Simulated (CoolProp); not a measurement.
Vapour-liquid equilibrium of n-hexane (1) + dimethyl carbonate (2) at 77.25 °C; x and y are mole fractions of (1).

Model: multi-fluid Helmholtz-energy mixture model, Thol 2019 and Zhou 2011; pair parameters Bell 2016, in CoolProp.

```
x     bubble pressure (MPa)  y at the bubble point  dew pressure at overall composition x (MPa)  liquid density (mol/L)
----  ---------------------  ---------------------  -------------------------------------------  ----------------------
0.05                0.08843                  0.282                                      0.06920                   10.71
0.2                  0.1227                  0.531                                      0.08060                   9.869
0.35                 0.1351                  0.606                                      0.09609                   9.143
0.5                  0.1407                  0.650                                       0.1174                   8.518
0.65                 0.1437                  0.697                                       0.1407                   7.982
0.8                  0.1438                  0.772                                       0.1430                   7.525
0.95                 0.1368                  0.918                                       0.1348                   7.135
```

y crosses x between x = 0.65 and 0.8: the model has an azeotrope there.

The pair parameters rest on a limited set of measurements; away from them the model extrapolates. With so large a gap from Raoult's law the liquid may split in two, which this calculation doesn't test in full.
